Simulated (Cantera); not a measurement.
What does this Cantera script print?

```python
import numpy as np
import cantera as ct

gas = ct.Solution("h2o2.yaml")
gas.TPX = 1075, 100000, {'H2': 0.62, 'O2': 1, 'N2': 2.2}
reactor = ct.IdealGasConstPressureReactor(gas, energy="off", clone=False)
net = ct.ReactorNet([reactor])
net.rtol, net.atol = 1e-08, 1e-18
show = ['H2', 'O2', 'H', 'OH', 'H2O2', 'O', 'H2O']
times = np.geomspace(4e-06, 1, 11)

steps = ct.SolutionArray(gas, extra=["t"])
rows = []
print(f"{'t/s':>10s}{'T/K':>9s}{'P/Pa':>11s}" + "".join(f"{s:>11s}" for s in show))
for t in times:
    while net.time < t:
        t_next = net.step()
        steps.append(gas.state, t=t_next)
    rows.append([np.interp(t, steps.t, y) for y in (steps.T, steps.P, *steps(*show).X.T)])
    print(f"{t:10.3e}{rows[-1][0]:9.1f}{rows[-1][1]:11.4g}" + "".join(f"{x:11.3e}" for x in rows[-1][2:]))
rate = np.gradient(steps.T, steps.t)
print("integrator steps:", len(steps.t))
if steps.T.max() > steps.T[0] + 200:
    print(f"time of steepest temperature rise: {steps.t[rate.argmax()]:.4e} s")
gas.TPX = 1075, 100000, {'H2': 0.62, 'O2': 1, 'N2': 2.2}
gas.equilibrate("TP")
print(f"equilibrium (TP): T = {gas.T:.1f} K  " + "  ".join(f"{s} {gas[s].X[0]:.3e}" for s in show))
```

Result:

```
       t/s      T/K       P/Pa         H2         O2          H         OH       H2O2          O        H2O
 4.000e-06   1075.0      1e+05  1.623e-01  2.618e-01  8.520e-10  9.846e-11  5.824e-13  2.105e-10  4.717e-10
 1.386e-05   1075.0      1e+05  1.623e-01  2.618e-01  9.043e-09  1.215e-09  1.200e-11  2.851e-09  1.488e-08
 4.804e-05   1075.0      1e+05  1.623e-01  2.618e-01  6.665e-06  9.232e-07  9.580e-09  2.147e-06  1.423e-05
 1.665e-04   1075.0      1e+05  1.813e-02  2.035e-01  2.185e-04  3.431e-04  2.659e-05  3.244e-04  1.564e-01
 5.771e-04   1075.0      1e+05  1.067e-02  2.007e-01  5.034e-06  1.383e-05  8.831e-05  1.297e-05  1.649e-01
 2.000e-03   1075.0      1e+05  7.876e-03  1.996e-01  2.742e-06  1.011e-05  1.145e-04  8.359e-06  1.679e-01
 6.931e-03   1075.0      1e+05  3.545e-03  1.979e-01  8.546e-07  6.790e-06  5.391e-05  4.227e-06  1.727e-01
 2.402e-02   1075.0      1e+05  8.057e-04  1.969e-01  9.135e-08  3.154e-06  6.996e-06  8.893e-07  1.757e-01
 8.326e-02   1075.0      1e+05  1.285e-04  1.966e-01  4.605e-09  9.859e-07  3.323e-07  6.511e-08  1.765e-01
 2.885e-01   1075.0      1e+05  1.850e-05  1.966e-01  2.468e-10  3.387e-07  1.226e-08  3.920e-09  1.766e-01
 1.000e+00   1075.0      1e+05  8.001e-07  1.966e-01  8.302e-12  2.328e-07  2.763e-10  2.186e-10  1.766e-01
integrator steps: 1660
equilibrium (TP): T = 1075.0 K  H2 2.810e-10  O2 1.966e-01  H 2.476e-13  OH 5.897e-07  H2O2 5.394e-10  O 5.853e-10  H2O 1.766e-01
```

Model: the H2/O2 subset of GRI-Mech 3.0, which has no nitrogen chemistry, integrated in Cantera. The temperature is held fixed by assumption; the heat of reaction is taken as removed at once.
